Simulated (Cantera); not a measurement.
Silicon carbide growth: SiH4 + C3H8 + H2

Feed: 1 mol SiH4, 0.0091 mol C3H8, 15 mol H2, held at 2023.15 K and 71.0 mbar.

These are equilibrium values from Cantera (NASA tables, ideal gas, pure condensed phases), not measurements of a reactor. Candidate condensed phases: C, C6H6, C7H8, C8H18, Si, SiC; 87 gas species. Mutual solubility and eutectic melting of coexisting phases are not modelled. Gases not in the tables: Si2H6 and higher silanes. Equilibrium is a limit: real reactors are often held back by kinetics, nucleation or transport.

```json
{
  "x(H2)": "0.992",
  "x(H)": "0.00711",
  "x(Si)": "0.000803",
  "x(SiH)": "0.000137",
  "x(SiH2)": "0.000120",
  "x(Si2C)": "2.42e-5",
  "x(Si2)": "8.79e-6",
  "x(C2H2 (acetylene))": "3.16e-6",
  "x(Si3)": "1.86e-6",
  "n(Si(l))": "0.954 mol",
  "n(SiC(s))": "0.0267 mol",
  "gas_amount": "17.11 mol",
  "log10 activity of C(graphite) (absent)": "-1.22"
}
```
